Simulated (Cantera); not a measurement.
An isothermal, constant-pressure homogeneous reactor starts with 47.6 % CH4, 52.4 % N2, at 1448 K and 0.0878 atm.

Model: GRI-Mech 3.0 (53 species, 325 reactions), integrated in Cantera. GRI-Mech 3.0 stops at C3 and has no aromatics, soot or wall deposition, so with more carbon than oxygen in the feed, carbon stays in small species such as C2H2 where larger ones or solid carbon would form.

x: mole fraction; the columns are a selection and need not sum to one.

```
t (s)     x CH4    x C2H6       x CH3      x H2     x C2H
--------  -----  --------  ----------  --------  --------
0.000700  0.476   1.88e-8  (withheld)   5.71e-6    <1e-12
0.00177   0.476   2.91e-7  (withheld)   1.47e-5    <1e-12
0.00449   0.476   3.94e-6  (withheld)   4.02e-5    <1e-12
0.0114    0.476   3.35e-5  (withheld)  0.000130    <1e-12
0.0288    0.475  0.000139  (withheld)  0.000491    <1e-12
0.0729    0.473  0.000365  (withheld)   0.00214  5.44e-12
0.185     0.465  0.000567  (withheld)   0.00955  5.97e-11
0.468     0.440  0.000468  (withheld)    0.0330  3.43e-10
1.18      0.393  0.000293  (withheld)    0.0817  9.75e-10
3.00      0.318  0.000157  (withheld)     0.159   1.88e-9
```

Question: What belongs in the gaps?

Answer: 
- 0.000700, x CH3: 1.14e-5
- 0.00177, x CH3: 2.83e-5
- 0.00449, x CH3: 6.53e-5
- 0.0114, x CH3: 0.000118
- 0.0288, x CH3: 0.000176
- 0.0729, x CH3: 0.000253
- 0.185, x CH3: 0.000306
- 0.468, x CH3: 0.000280
- 1.18, x CH3: 0.000227
- 3.00, x CH3: 0.000172
